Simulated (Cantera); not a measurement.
Charge: 1 mol SiC, 4.4 mol N2O, 5.1 mol N2, held at 75.0 Torr.

These are equilibrium values from Cantera (NASA tables, ideal gas, pure condensed phases), not measurements of a reactor. Candidate condensed phases: C, Si, SiC, SiO2, Si2N2O, Si3N4; 34 gas species. The tables hold silica as quartz up to 1696 K and as liquid above; real silica turns to tridymite and cristobalite and melts near 1996 K. Equilibrium is a limit: real reactors are often held back by kinetics, nucleation or transport.

Question: At 1848 K, list the 5 most abundant gas species with their mole fractions, and the condensed phases.

Answer: N2 0.887, CO2 0.0927, O2 0.0182, NO 0.00152, CO 0.000724. Condensed: SiO2(condensed).
